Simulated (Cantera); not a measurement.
What does this Cantera script print?

```python
import numpy as np
import cantera as ct

gas_names = """
    F F2 H HF H2 H2F2 H3F3 H4F4 H5F5 H6F6 H7F7 Mg MgF MgF2 MgH Mg2 Mg2F4
""".split()
cond_names = """
    Mg(cr) Mg(L) MgF2(s) MgF2(L)
""".split()


def load(file, names, dense=False):
    # The tables refer to 1 bar. Condensed volumes are neglected.
    table = {s.name: s for s in ct.Species.list_from_file(file)}
    out = []
    for n in names:
        d = dict(table[n].input_data)
        d["thermo"] = dict(d["thermo"], **{"reference-pressure": 1e5})
        if dense:
            d["equation-of-state"] = {"model": "constant-volume", "density": "1e6 g/cm^3"}
        out.append(ct.Species.from_dict(d))
    return out


gas = ct.Solution(thermo="ideal-gas", species=load("nasa_gas.yaml", gas_names))
cond = {s.name: ct.Solution(thermo="fixed-stoichiometry", species=[s], name=s.name)
        for s in load("nasa_condensed.yaml", cond_names, dense=True)}
atoms = {
    'MgF2': {'Mg': 1, 'F': 2},
    'H2': {'H': 2},
}
top_T = {}  # K; cautious upper limits of use, not melting points


def equilibrate(T, P, feed):
    n = {}
    for name, mol in feed.items():
        for a, k in atoms[name].items():
            n[a] = n.get(a, 0.0) + k * mol
    gas.TPX = T, P, n
    mass = sum(n.values()) * gas.mean_molecular_weight
    gas.equilibrate("TP")
    valid = [c for c in cond.values() if c.min_temp <= T <= top_T.get(c.name, c.max_temp)]
    mix = ct.Mixture([(gas, mass / gas.mean_molecular_weight)] + [(c, 0.0) for c in valid])
    mix.T, mix.P = T, P
    mix.equilibrate("TP", solver="vcs", rtol=1e-11, max_steps=5000)
    return mix


results = []
feed = {'MgF2': 1, 'H2': 3.7}  # mol
P = 133.322  # Pa
for T in [848, 898, 948, 998, 1048, 1098, 1148, 1198, 1248, 1298, 1348, 1398]:
    mix = equilibrate(T, P, feed)
    results.append((T, P, feed, dict(zip(mix.species_names, mix.species_moles))))

top = {s: max(r[3][s] / sum(r[3][g] for g in gas_names) for r in results) for s in gas_names}
cols = sorted((s for s in top if top[s] > 1e-06), key=lambda s: -top[s])[:7]
seen = [c for c in cond_names if any(r[3].get(c, 0) > 1e-12 for r in results)]
print("log10 of partial pressures in bar; condensed amounts in mol")
print(f"{'T/K':>10s}" + "".join(f"{s[:9]:>10s}" for s in cols + seen))
for T, P, feed, n in results:
    ng = sum(n[g] for g in gas_names)
    print(f"{T:10.4g}" + "".join(f"{np.log10(max(n[s] / ng * P / 1e5, 1e-99)):10.3f}" for s in cols)
          + "".join(f"{n.get(c, 0):10.4g}" for c in seen))
```

Output:

```
log10 of partial pressures in bar; condensed amounts in mol
       T/K        H2        HF        Mg      MgF2       MgF         H       MgH   MgF2(s)
       848    -2.875   -10.537   -10.838   -14.441   -14.977   -12.158   -14.802         1
       898    -2.875    -9.722   -10.024   -13.116   -13.729   -11.398   -13.918         1
       948    -2.875    -8.995    -9.296   -11.935   -12.616   -10.718   -13.128         1
       998    -2.875    -8.342    -8.643   -10.876   -11.617   -10.105   -12.420         1
      1048    -2.875    -7.752    -8.054    -9.921   -10.715    -9.550   -11.780         1
      1098    -2.875    -7.217    -7.519    -9.055    -9.898    -9.044   -11.200    0.9999
      1148    -2.875    -6.730    -7.033    -8.268    -9.154    -8.582   -10.671    0.9997
      1198    -2.875    -6.284    -6.588    -7.548    -8.474    -8.159   -10.188    0.9992
      1248    -2.876    -5.875    -6.180    -6.888    -7.850    -7.769    -9.746    0.9978
      1298    -2.877    -5.497    -5.806    -6.281    -7.277    -7.408    -9.339     0.994
      1348    -2.879    -5.149    -5.461    -5.721    -6.748    -7.075    -8.966    0.9845
      1398    -2.885    -4.827    -5.144    -5.203    -6.259    -6.767    -8.624    0.9605
```

These are equilibrium values from Cantera (NASA tables, ideal gas, pure condensed phases), not measurements of a reactor.
